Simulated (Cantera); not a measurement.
What does this Cantera script print?

```python
import numpy as np
import cantera as ct

gas_names = """
    AL ALO ALO2 AL2 AL2O AL2O2 O O2 O3 Ti TiO TiO2
""".split()
cond_names = """
    AL(cr) AL(L) AL2O3(a) AL2O3(L) Ti(a) Ti(b) Ti(L) TiO(a) TiO(b) TiO(L) TiO2(ru) TiO2(L) Ti2O3(a)
    Ti2O3(b) Ti2O3(L) Ti3O5(a) Ti3O5(b) Ti3O5(L) Ti4O7(s) Ti4O7(L)
""".split()


# ... load() reads the species with a 1 bar reference pressure and builds the phases ...
atoms = {
    'TiO2': {'Ti': 1, 'O': 2},
    'Al2O3': {'AL': 2, 'O': 3},
    'O2': {'O': 2},
}
top_T = {}  # K; cautious upper limits of use, not melting points


# ... equilibrate(T, P, feed) seeds the gas with the atoms and calls Mixture.equilibrate('TP', solver="vcs", rtol=1e-11, max_steps=5000) ...
results = []
feed = {'TiO2': 1, 'Al2O3': 1.2, 'O2': 2.3}  # mol
T = 2023.15  # K
for P in [10, 52, 270, 1400, 7200, 37000, 190000, 1000000]:
    mix = equilibrate(T, P, feed)
    results.append((T, P, feed, dict(zip(mix.species_names, mix.species_moles))))
    x = sorted(zip(gas.X, gas.species_names), reverse=True)
    print(f"T = {T:g} K  P = {P:g} Pa  gas = {mix.phase_moles(0):.4g} mol")
    print("   x: " + "  ".join(f"{s} {v:.3e}" for v, s in x if v > 1e-06))
    print("   condensed (mol): " + ("  ".join(f"{mix.phase(i).name} {mix.phase_moles(i):.4g}"
          for i in range(1, mix.n_phases) if mix.phase_moles(i) > 1e-12) or "none"))
```

It prints:

```
T = 2023.15 K  P = 10 Pa  gas = 2.4 mol
   x: O2 9.202e-01  O 7.651e-02  TiO2 3.280e-03  TiO 1.707e-06
   condensed (mol): AL2O3(a) 1.2  TiO2(ru) 0.9921
T = 2023.15 K  P = 52 Pa  gas = 2.342 mol
   x: O2 9.650e-01  O 3.436e-02  TiO2 6.307e-04
   condensed (mol): AL2O3(a) 1.2  TiO2(ru) 0.9985
T = 2023.15 K  P = 270 Pa  gas = 2.318 mol
   x: O2 9.846e-01  O 1.523e-02  TiO2 1.215e-04
   condensed (mol): AL2O3(a) 1.2  TiO2(ru) 0.9997
T = 2023.15 K  P = 1400 Pa  gas = 2.308 mol
   x: O2 9.933e-01  O 6.718e-03  TiO2 2.343e-05
   condensed (mol): AL2O3(a) 1.2  TiO2(ru) 0.9999
T = 2023.15 K  P = 7200 Pa  gas = 2.303 mol
   x: O2 9.970e-01  O 2.968e-03  TiO2 4.555e-06
   condensed (mol): AL2O3(a) 1.2  TiO2(ru) 1
T = 2023.15 K  P = 37000 Pa  gas = 2.302 mol
   x: O2 9.987e-01  O 1.310e-03
   condensed (mol): AL2O3(a) 1.2  TiO2(ru) 1
T = 2023.15 K  P = 190000 Pa  gas = 2.301 mol
   x: O2 9.994e-01  O 5.785e-04
   condensed (mol): AL2O3(a) 1.2  TiO2(ru) 1
T = 2023.15 K  P = 1e+06 Pa  gas = 2.3 mol
   x: O2 9.997e-01  O 2.522e-04
   condensed (mol): AL2O3(a) 1.2  TiO2(ru) 1
```

These are equilibrium values from Cantera (NASA tables, ideal gas, pure condensed phases), not measurements of a reactor. Mutual solubility and eutectic melting of coexisting phases are not modelled. Condensed phases not in the tables: mixed aluminates and titanates, alloys, solid solutions and most ternary compounds.
